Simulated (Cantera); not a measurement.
Feed: 1 mol borazine, 0.081 mol H₂O, 6.5 mol H₂, held at 10000 Pa.

These are equilibrium values from Cantera (NASA tables, ideal gas, pure condensed phases), not measurements of a reactor. Candidate condensed phases: B, BN, B₂O₃, B₃O₃H₃, H₂O; 39 gas species. The feed counts by its element totals alone. Mutual solubility and eutectic melting of coexisting phases are not modelled. Kinetics and transport are ignored.

Q: Which condensed phases are stable at each of these points (T (°C)): 750, 800, 850, 900, 950, 1000, 1050, 1100, 1150, 1200, 1250, 1300, 1350, 1400?

A: 
| T (°C) | condensed phases | B condensed (%) |
|---|---|---|
| 750 | BN(s) + B₂O₃(l) | 100.0 |
| 800 | BN(s) + B₂O₃(l) | 100.0 |
| 850 | BN(s) + B₂O₃(l) | 100.0 |
| 900 | BN(s) + B₂O₃(l) | 100.0 |
| 950 | BN(s) + B₂O₃(l) | 100.0 |
| 1000 | BN(s) + B₂O₃(l) | 99.9 |
| 1050 | BN(s) + B₂O₃(l) | 99.9 |
| 1100 | BN(s) + B₂O₃(l) | 99.8 |
| 1150 | BN(s) + B₂O₃(l) | 99.5 |
| 1200 | BN(s) + B₂O₃(l) | 99.1 |
| 1250 | BN(s) | 98.2 |
| 1300 | BN(s) | 98.0 |
| 1350 | BN(s) | 97.8 |
| 1400 | BN(s) | 97.6 |

From 750 °C to 1200 °C the condensed part is BN(s) + B₂O₃(l). From 1250 °C to 1400 °C the condensed part is BN(s).
